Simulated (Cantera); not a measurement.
**Equilibrium for halide evaporation, hydrolysis and transport: CsCl + O2 + H2**

Feed: 1 mol CsCl, 0.052 mol O2, 66 mol H2, held at 0.743 Torr.

Equilibrium computed with Cantera from the NASA thermochemical tables; the gas is ideal and each condensed phase is pure. Candidate condensed phases: Cs, CsCl, CsOH, H2O; 22 gas species. The numbers say what is thermodynamically allowed, not how fast it happens.

From 675 °C to 1650 °C nothing is condensed. The main Cs-bearing gas is CsCl throughout.

| T (°C) | log p H2 | log p H | log p CsCl | log p Cs |
|---|---|---|---|---|
| 675 | -3.01 | -10.79 | -4.86 | -8.33 |
| 750 | -3.01 | -9.89 | -4.84 | -7.86 |
| 825 | -3.01 | -9.11 | -4.83 | -7.46 |
| 900 | -3.01 | -8.43 | -4.83 | -7.12 |
| 975 | -3.01 | -7.84 | -4.84 | -6.82 |
| 1050 | -3.01 | -7.31 | -4.84 | -6.56 |
| 1125 | -3.01 | -6.83 | -4.84 | -6.33 |
| 1200 | -3.01 | -6.40 | -4.85 | -6.12 |
| 1275 | -3.01 | -6.02 | -4.87 | -5.94 |
| 1350 | -3.01 | -5.67 | -4.88 | -5.77 |
| 1425 | -3.01 | -5.35 | -4.91 | -5.62 |
| 1500 | -3.02 | -5.05 | -4.94 | -5.49 |
| 1575 | -3.02 | -4.79 | -4.98 | -5.38 |
| 1650 | -3.03 | -4.54 | -5.03 | -5.28 |
log p: log10 of the partial pressure in bar; nothing condenses.
